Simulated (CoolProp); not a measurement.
A single-stage vapour-compression cycle with R125: evaporating at 244.15 K (dew point), condensing at 308.15 K (bubble point), superheat 5 K, subcooling 2 K, compressor efficiency 0.7, no pressure losses. Each further row changes one setting.

Computed with CoolProp (reference Helmholtz-energy equation of state, Lemmon 2005).

| case | cooling COP | pressure ratio | discharge temperature (K) | refrigerating effect (kJ/kg) | volumetric capacity (kJ/m³) |
|---|---|---|---|---|---|
| as stated | 1.65 | 7.49 | 328.8 | 77.8 | 1150 |
| evaporating temperature 249.15 K | 1.90 | 6.14 | 327.0 | 80.6 | 1440 |
| condensing temperature 303.15 K | 1.92 | 6.60 | 323.2 | 84.9 | 1260 |
| subcooling 7 K | 1.80 | 7.49 | 328.8 | 85.1 | 1260 |
| superheat 15 K | 1.71 | 7.49 | 338.9 | 85.5 | 1200 |
| compressor efficiency 0.6 | 1.41 | 7.49 | 336.3 | 77.8 | 1150 |
